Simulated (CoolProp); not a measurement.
Vapour-liquid equilibrium of R134a (1) + R142b (2) at -18.45 °C; x and y are mole fractions of (1).

Model: multi-fluid Helmholtz-energy mixture model, Tillner-Roth 1994 and Lemmon 2006; pair parameters Bell 2016, in CoolProp.

```
x     bubble pressure (MPa)  y at the bubble point  dew pressure at overall composition x (MPa)  liquid density (mol/L)
----  ---------------------  ---------------------  -------------------------------------------  ----------------------
0.05                0.07341                  0.113                                      0.07048                   12.13
0.2                 0.08772                  0.367                                      0.07779                       ?
0.35                      ?                      ?                                      0.08660                   12.44
0.5                       ?                  0.672                                      0.09722                   12.61
0.65                 0.1219                  0.779                                       0.1098                   12.79
0.8                  0.1310                  0.874                                            ?                   12.98
0.95                 0.1393                  0.968                                       0.1378                   13.19
```

**Question.** What belongs in the gaps?

**Answer.** 
- 0.2, liquid density (mol/L): 12.28
- 0.35, bubble pressure (MPa): 0.1005
- 0.35, y at the bubble point: 0.541
- 0.5, bubble pressure (MPa): 0.1118
- 0.8, dew pressure at overall composition x (MPa): 0.1240

No azeotrope shows between x = 0.05 and 0.95.

Pair parameters are fitted to limited data, so mixtures are less certain than the pure fluids.
